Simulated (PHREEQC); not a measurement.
4 g of hydrous ferric oxide (600 m²/g; 0.2 weak and 0.005 strong sites per Fe, Dzombak-Morel constants, diffuse double layer) in 1 kg of water with 0.01 mol/kgw of an inert sodium salt and 0.011 mol/kgw CaCl2, at 25 °C; the pH is set by adding NaOH or the inert anion's acid. Oxygen is held at 0.21 atm. CO2 from the air is kept out. Precipitation was switched off in this run.

All values are PHREEQC results (ion-association model, wateq4f.dat), not measurements.

```csv
pH,Ca sorbed (%),surface charge σ (C/m²),surface potential ψ (mV)
3,0.0,0.356,170
4.33,0.0,0.254,154
5,0.0,0.176,136
5.67,0.1,0.111,113
7,2.0,0.035,60
8.33,21.9,0.011,23
9,34.9,0.009,20
9.67,40.1,0.008,18
11,42.4,0.008,16
```

The oxide is taken as insoluble; below pH 4 it would dissolve.
